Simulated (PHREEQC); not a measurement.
Solution (48 °C): 2.1 mmol/kgw HF, 38 mmol/kgw NaF and 0.043 mmol/kgw (NH4)2SiF6. Closed to the air; pH follows from the charge balance.

The numbers come from PHREEQC with the ion-association model, phreeqc.dat.

Problem. The ionic strength comes out as 0.0376 mol/kgw. What activity coefficients do SiF6-2, Na+, H+, HF2-, F- get?

Solution. SiF6-2 0.49, Na+ 0.83, H+ 0.86, HF2- 0.83, F- 0.82.

Precipitation was switched off in this run. Species that the database lacks are ignored. Away from 25 °C the constants follow the database's enthalpies or fits; those with neither stay at their 25 °C values. SiF6-2 is the database's only silicon fluoride.
